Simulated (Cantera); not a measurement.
Input (Python, Cantera) and output of one run.

```python
import numpy as np
import cantera as ct

gas_names = [...]  # 109 gases of nasa_gas.yaml made of C, Cl, H, Si
cond_names = """
    C(gr) C6H6(L) C7H8(L) C8H18(L),n-octa Si(cr) Si(L) SiC(b)
""".split()


# ... load() reads the species with a 1 bar reference pressure and builds the phases ...
atoms = {
    'SiH2Cl2': {'Si': 1, 'H': 2, 'CL': 2},
    'C3H8': {'C': 3, 'H': 8},
    'H2': {'H': 2},
}
top_T = {'C(gr)': 4500, 'SiC(b)': 3050}  # K; cautious upper limits of use, not melting points


# ... equilibrate(T, P, feed) seeds the gas with the atoms and calls Mixture.equilibrate('TP', solver="vcs", rtol=1e-11, max_steps=5000) ...
results = []
T = 2223  # K
P = 13332.2  # Pa
for m in [5.5, 8.1, 12, 17, 25, 36, 53, 77, 110, 160]:
    feed = {'SiH2Cl2': 1, 'C3H8': 0.51, 'H2': m}  # mol
    mix = equilibrate(T, P, feed)
    results.append((T, P, feed, dict(zip(mix.species_names, mix.species_moles))))

top = {s: max(r[3][s] / sum(r[3][g] for g in gas_names) for r in results) for s in gas_names}
cols = sorted((s for s in top if top[s] > 0.0001), key=lambda s: -top[s])[:9]
seen = [c for c in cond_names if any(r[3].get(c, 0) > 1e-12 for r in results)]
print("log10 of partial pressures in bar; condensed amounts in mol")
print(f"{'n(H2)':>10s}" + "".join(f"{s[:9]:>10s}" for s in cols + seen))
for T, P, feed, n in results:
    ng = sum(n[g] for g in gas_names)
    print(f"{feed['H2']:10.4g}" + "".join(f"{np.log10(max(n[s] / ng * P / 1e5, 1e-99)):10.3f}" for s in cols)
          + "".join(f"{n.get(c, 0):10.4g}" for c in seen))
```

It prints:

```
log10 of partial pressures in bar; condensed amounts in mol
     n(H2)        H2       HCL         H     SiCL2 C2H2,acet        CL        Si      SiCL     C(gr)    SiC(b)
       5.5    -0.981    -1.607    -2.684    -2.897    -3.518    -3.449    -4.277    -4.341    0.5859    0.8988
       8.1    -0.959    -1.702    -2.673    -3.108    -3.497    -3.555    -4.277    -4.446    0.5519    0.9175
        12    -0.940    -1.814    -2.664    -3.352    -3.478    -3.677    -4.277    -4.568    0.5134     0.933
        17    -0.927    -1.926    -2.657    -3.589    -3.464    -3.795    -4.277    -4.687    0.4738    0.9432
        25    -0.915    -2.061    -2.651    -3.870    -3.452    -3.936    -4.277    -4.827    0.4199    0.9499
        36    -0.906    -2.196    -2.647    -4.150    -3.444    -4.076    -4.277    -4.967    0.3532    0.9516
        53    -0.900    -2.347    -2.643    -4.459    -3.437    -4.230    -4.277    -5.121    0.2564     0.948
        77    -0.895    -2.498    -2.641    -4.764    -3.432    -4.383    -4.277    -5.274    0.1244    0.9382
       110    -0.892    -2.645    -2.639    -5.044    -3.465    -4.532    -4.259    -5.405         0    0.9188
       160    -0.889    -2.802    -2.638    -5.295    -3.595    -4.690    -4.193    -5.497         0    0.8743
```

Method: chemical equilibrium by Gibbs-energy minimisation in Cantera with the NASA 1993 tables (ideal gas, pure condensed phases). The tables' values for SiCl, SiCl3 are old estimates; treat these amounts as uncertain. Gases not in the tables: Si2H6 and higher silanes.
